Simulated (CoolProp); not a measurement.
Nitrous oxide along the isobar 93.3 bar: Z from the reference equation and from simpler models built on Tc = 309.5 K, pc = 72.45 bar, ω = 0.161; each cubic takes its own stable root.

Model: reference Helmholtz-energy equation of state, Lemmon 2006, in CoolProp. It is a short technical equation, of lower accuracy than the large ones.

```json
[
 {"T (K)": "264.2", "phase": "liquid", "reference": "0.1898"},
 {"T (K)": "287.7", "phase": "liquid", "reference": "0.1958"},
 {"T (K)": "311.3", "phase": "supercritical", "reference": "0.2271"},
 {"T (K)": "334.9", "phase": "supercritical", "reference": "0.5298"},
 {"T (K)": "358.5", "phase": "supercritical", "reference": "0.6806"},
 {"T (K)": "382.1", "phase": "supercritical", "reference": "0.7624"},
 {"T (K)": "405.7", "phase": "supercritical", "reference": "0.8169"},
 {"T (K)": "429.2", "phase": "supercritical", "reference": "0.8562"},
 {"T (K)": "452.8", "phase": "supercritical", "reference": "0.8860"},
 {"T (K)": "476.4", "phase": "supercritical", "reference": "0.9093"},
 {"T (K)": "500", "phase": "supercritical", "reference": "0.9277"}
]
```

Task: How far does each simpler model (van der Waals, Soave-Redlich-Kwong, Peng-Robinson) lie from the reference over these 11 states: mean and median of the absolute difference, and the worst?

Result: 
- van der Waals: mean 16.5 %, median 4.4 %, worst +52.7 % at 264.2 K and 93.3 bar
- Soave-Redlich-Kwong: mean 5.7 %, median 2.4 %, worst +20.2 % at 311.3 K and 93.3 bar
- Peng-Robinson: mean 2.0 %, median 1.1 %, worst +8.9 % at 311.3 K and 93.3 bar
